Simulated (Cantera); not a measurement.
Cantera run:

```python
import numpy as np
import cantera as ct

gas_names = """
    Fe FeO Fe(OH)2 H HO2 H2 H2O H2O2 H2S H2SO4 O OH O2 O3 S SH SO SO2 SO3 S2 S2O S8
""".split()
cond_names = """
    Fe(a) Fe(c) Fe(d) Fe(L) FeO(s) FeO(L) Fe(OH)2(s) Fe(OH)3(s) FeS(a) FeS(b) FeS(c) FeS(L) FeSO4(s)
    FeS2(s) Fe2O3(s) Fe2S3O12(s) Fe3O4(s) H2O(s) H2O(L) H2SO4(L) S(cr1) S(cr2) S(L)
""".split()


def load(file, names, dense=False):
    # The tables refer to 1 bar. Condensed volumes are neglected.
    table = {s.name: s for s in ct.Species.list_from_file(file)}
    out = []
    for n in names:
        d = dict(table[n].input_data)
        d["thermo"] = dict(d["thermo"], **{"reference-pressure": 1e5})
        if dense:
            d["equation-of-state"] = {"model": "constant-volume", "density": "1e6 g/cm^3"}
        out.append(ct.Species.from_dict(d))
    return out


gas = ct.Solution(thermo="ideal-gas", species=load("nasa_gas.yaml", gas_names))
cond = {s.name: ct.Solution(thermo="fixed-stoichiometry", species=[s], name=s.name)
        for s in load("nasa_condensed.yaml", cond_names, dense=True)}
atoms = {
    'Fe2O3': {'Fe': 2, 'O': 3},
    'H2S': {'H': 2, 'S': 1},
    'O2': {'O': 2},
}
top_T = {'FeSO4(s)': 950, 'FeS2(s)': 1010, 'Fe2O3(s)': 1830, 'Fe2S3O12(s)': 1100, 'Fe3O4(s)': 1870}  # K; cautious upper limits of use, not melting points


def equilibrate(T, P, feed):
    n = {}
    for name, mol in feed.items():
        for a, k in atoms[name].items():
            n[a] = n.get(a, 0.0) + k * mol
    gas.TPX = T, P, n
    mass = sum(n.values()) * gas.mean_molecular_weight
    gas.equilibrate("TP")
    valid = [c for c in cond.values() if c.min_temp <= T <= top_T.get(c.name, c.max_temp)]
    mix = ct.Mixture([(gas, mass / gas.mean_molecular_weight)] + [(c, 0.0) for c in valid])
    mix.T, mix.P = T, P
    mix.equilibrate("TP", solver="vcs", rtol=1e-11, max_steps=5000)
    return mix


results = []
feed = {'Fe2O3': 1, 'H2S': 0.18, 'O2': 0.29}  # mol
T = 925  # K
P = 1333.22  # Pa
mix = equilibrate(T, P, feed)
results.append((T, P, feed, dict(zip(mix.species_names, mix.species_moles))))
x = sorted(zip(gas.X, gas.species_names), reverse=True)
print(f"T = {T:g} K  P = {P:g} Pa  gas = {mix.phase_moles(0):.4g} mol")
print("   x: " + "  ".join(f"{s} {v:.3e}" for v, s in x if v > 0.0001))
print("   condensed (mol): " + ("  ".join(f"{mix.phase(i).name} {mix.phase_moles(i):.4g}"
      for i in range(1, mix.n_phases) if mix.phase_moles(i) > 1e-12) or "none"))
```

Result:

```
T = 925 K  P = 1333.22 Pa  gas = 0.372 mol
   x: H2O 4.838e-01  SO2 4.409e-01  SO3 4.290e-02  O2 3.231e-02
   condensed (mol): Fe2O3(s) 1
```

Method: chemical equilibrium by Gibbs-energy minimisation in Cantera with the NASA 1993 tables (ideal gas, pure condensed phases).
